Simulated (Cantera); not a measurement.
N2O furnace oxynitridation

An isothermal, constant-pressure homogeneous reactor starts with N₂O : O₂ = 1 : 0.068 (molar parts), at 1275 K and 10.00 Torr.

Cantera simulation using GRI-Mech 3.0 (53 species, 325 reactions); the numbers are that mechanism's predictions, not measurements. GRI-Mech 3.0 was tuned for natural gas; its chemistry of N2O as a main component is partial and can be far from experiment. Radical loss at walls, strong at low pressure, is not modelled. The mechanism lacks the step 2 NO + O2 → 2 NO2, which can matter for NO2 below about 1400 K. The temperature is held fixed by assumption; the heat of reaction is taken as removed at once.

```tsv
t (s)	x N₂O	x O₂	x N₂	x O	x NO
0.000100	0.936	0.0637	1.62e-6	1.29e-6	4.94e-8
0.000261	0.936	0.0637	4.75e-6	2.75e-6	2.95e-7
0.000681	0.936	0.0637	1.46e-5	4.59e-6	1.48e-6
0.00178	0.936	0.0637	4.39e-5	5.42e-6	5.66e-6
0.00464	0.936	0.0637	0.000122	5.47e-6	1.72e-5
0.0121	0.936	0.0638	0.000326	5.47e-6	4.72e-5
0.0316	0.935	0.0640	0.000858	5.47e-6	0.000126
0.0825	0.933	0.0646	0.00224	5.47e-6	0.000329
0.215	0.927	0.0662	0.00584	5.47e-6	0.000859
0.562	0.913	0.0701	0.0151	5.47e-6	0.00222
1.47	0.876	0.0801	0.0384	5.47e-6	0.00565
3.83	0.789	0.104	0.0936	5.47e-6	0.0138
10.0	0.608	0.153	0.208	5.46e-6	0.0306
```
x: mole fraction; the columns are a selection and need not sum to one.

Equilibrium at this temperature and pressure: N₂O 2.78e-9, O₂ 0.362, N₂ 0.638, O 5.86e-7, NO 0.000398 (gas phase only).
